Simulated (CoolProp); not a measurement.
Computed with CoolProp (reference Helmholtz-energy equation of state, Lemmon 2006). It is a short technical equation, of lower accuracy than the large ones.

Question: Give the vapour pressure (kPa), liquid cp (kJ/(kg K)), vapour viscosity (µPa s), liquid conductivity (mW/(m K)) of saturated C2F6 (R116) at 216 K.

Answer: 
```tsv
T (K)	p (kPa)	liquid cp (kJ/(kg K))	vapour viscosity (µPa s)	liquid conductivity (mW/(m K))
216	276	1.00	10.1	67.8
```

Viscosity comes from a separate model (Huber 2003), an estimate that may be off by 10 % or more. Thermal conductivity comes from a separate model (Huber 2003), an estimate that may be off by 10 % or more.
